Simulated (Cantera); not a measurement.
A perfectly stirred reactor is fed with 15.4 % NH3, 84.6 % N2, at 41.3 Torr; it is held at 2375 K, and followed from long to short residence time.

Model: the gas-phase N/H chemistry of the illustrative SiF4/NH3 mechanism in the Surface Chemkin manual (1991), integrated in Cantera. Walls and surfaces, which speed up NH3 decomposition in real reactors, are not modelled.

Problem. Predict: x(NH3) at τ = 2.10 s; x(NH2) at τ = 2.10 s; x(N) at τ = 2.10 s; x(N2H2) at τ = 2.10 s; x(NH3) at τ = 38.0 ms; x(NH2) at τ = 38.0 ms; x(N) at τ = 38.0 ms; x(N2H4) at τ = 38.0 ms; x(N2H2) at τ = 38.0 ms.

Solution. 
```
Property                   Value
----------------------  --------
x(NH3) at τ = 2.10 s    0.000480
x(NH2) at τ = 2.10 s     3.90e-5
x(N) at τ = 2.10 s       1.93e-5
x(N2H2) at τ = 2.10 s    1.41e-8
x(NH3) at τ = 38.0 ms     0.0523
x(NH2) at τ = 38.0 ms   0.000847
x(N) at τ = 38.0 ms      1.15e-5
x(N2H4) at τ = 38.0 ms   1.44e-9
x(N2H2) at τ = 38.0 ms   1.32e-6
```
